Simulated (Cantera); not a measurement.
## Thermodynamics of silicon carbide growth, feed CH3SiCl3 + H2

A closed system holds: 1 mol CH3SiCl3, 6.4 mol H2, equilibrated at 1498 K and 0.0300 bar.

Equilibrium computed with Cantera from the NASA thermochemical tables; the gas is ideal and each condensed phase is pure. Candidate condensed phases: C, C6H6, C7H8, C8H18, Si, SiC; 109 gas species. The feed counts by its element totals alone. The tables' values for SiCl3 are old estimates; treat these amounts as uncertain. The numbers say what is thermodynamically allowed, not how fast it happens.

```json
{
  "x(H2)": "0.686",
  "x(HCl)": "0.310",
  "x(SiCl2)": "0.00325",
  "x(SiCl3)": "0.000531",
  "x(SiCl4)": "0.000277",
  "x(H)": "8.22e-5",
  "x(SiHCl3)": "6.31e-5",
  "x(CH4)": "3.66e-5",
  "x(Cl)": "2.99e-5",
  "n(C(graphite))": "0.0383 mol",
  "n(SiC(s))": "0.961 mol",
  "gas_amount": "9.394 mol",
  "log10 activity of Si(s) (absent)": "-2.14"
}
```
